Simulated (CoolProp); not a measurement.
Values from CoolProp's reference Helmholtz-energy equation of state, de Reuck 1990.

Problem. For fluorine, give the phase and the density (kg/m³), isothermal compressibility (1/MPa) at 149.7 K and 1.07 MPa.

Solution. 
- 149.7 K and 1.07 MPa: gas; density 34.9, isothermal compressibility 1.00
